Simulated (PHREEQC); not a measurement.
Solution (90 °C): 0.0059 mol CaCl2 per kg of water. It is in equilibrium with CO2 at log p = -3.4 (atm). Otherwise closed; pH follows from the charge balance.

Equilibrium calculation in PHREEQC: ion-association model, phreeqc.dat.

Q: The ionic strength comes out as 0.0177 mol/kgw. What activity coefficients do Ca+2, H+, HCO3-, Cl- get?

A: Ca+2 0.56, H+ 0.88, HCO3- 0.86, Cl- 0.86.

This is a speciation only: nothing precipitates in the calculation. Constants without temperature data keep their 25 °C values here.
